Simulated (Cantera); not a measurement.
Input: 1 mol PbO, a varied amount of CO, 0.29 mol H2, equilibrated at 67.0 mbar.

Cantera equilibrium calculation (NASA polynomials, part measured and part estimated; ideal gas, pure solids and liquids). Candidate condensed phases: C, C6H6, C7H8, C8H18, H2O, Pb, PbO, PbO2, Pb3O4; 113 gas species. Kinetics and transport are ignored.

Problem. What condenses at these points (T in K, n(CO) in mol): (1498, 5.4); (1198, 6.4); (1648, 4.9); (1148, 6.4); (1548, 2.3)?

Solution. 
```
T (K)  n(CO) in mol  condensed phases  Pb condensed (%)
-----  ------------  ----------------  ----------------
1498            5.4          gas only               0.0
1198            6.4                Pb              93.7
1648            4.9          gas only               0.0
1148            6.4                Pb              97.2
1548            2.3          gas only               0.0
```
